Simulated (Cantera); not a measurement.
Input: 1 mol Fe3O4, 4.1 mol H2, held at 1925 °C and 21.0 Pa.

Equilibrium computed with Cantera from the NASA thermochemical tables; the gas is ideal and each condensed phase is pure. Candidate condensed phases: Fe, FeO, Fe(OH)2, Fe(OH)3, Fe2O3, Fe3O4, H2O; 12 gas species. Equilibrium is a limit: real reactors are often held back by kinetics, nucleation or transport.

Base state: Fe 0.328, H2O 0.285, H 0.128, H2 0.112, OH 0.0456, O2 0.0394, O 0.0366, FeO 0.0257 (mole fractions); condensed: gas only.

Q: What changes in the equilibrium state with this change: H2 from 4.1 to 1.1 mol?

A: 
```tsv
species	before	after
Fe	0.328	0.432
O2	0.0394	0.182
H2O	0.285	0.115
H2	0.112	0.0210
FeO	0.0257	0.0728
H	0.128	0.0556
O	0.0366	0.0786
OH	0.0456	0.0425
Fe(OH)2	3.37e-5	3.85e-5
```

Q: What changes in the equilibrium state with this change: H2 from 4.1 to 2.8 mol?

A: 
```json
[
 {"species": "Fe", "before": "0.328", "after": "0.369"},
 {"species": "H2O", "before": "0.285", "after": "0.242"},
 {"species": "H", "before": "0.128", "after": "0.0989"},
 {"species": "H2", "before": "0.112", "after": "0.0663"},
 {"species": "O2", "before": "0.0394", "after": "0.0805"},
 {"species": "FeO", "before": "0.0257", "after": "0.0413"},
 {"species": "O", "before": "0.0366", "after": "0.0523"},
 {"species": "OH", "before": "0.0456", "after": "0.0502"},
 {"species": "Fe(OH)2", "before": "3.37e-5", "after": "4.59e-5"}
]
```
